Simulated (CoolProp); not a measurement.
A closed Brayton cycle with nitrogen: compressor inlet 318.15 K and 3.2 MPa, high pressure 5.96 MPa, turbine inlet 740 K, compressor efficiency 0.8, turbine efficiency 0.93, recuperator effectiveness 0 (on enthalpy, no pinch check). Each further row changes one setting.

The numbers come from the reference Helmholtz-energy equation of state, Span 2000 in CoolProp.

```
case                           thermal efficiency (%)  net work (kJ/kg)  compressor to turbine work  compressor exit (K)  turbine exit (K)
-----------------------------  ----------------------  ----------------  --------------------------  -------------------  ----------------
as stated                                        10.1              38.0                        0.68                395.9             632.9
turbine inlet 690 K                               9.3              29.9                        0.73                395.9             589.1
compressor inlet 328.15 K                         9.7              35.3                        0.70                408.3             632.9
high pressure 5.07 MPa                            7.9              31.4                        0.65                374.3             659.3
recuperator effectiveness 0.5                    15.2              38.0                        0.68                395.9             632.9
```
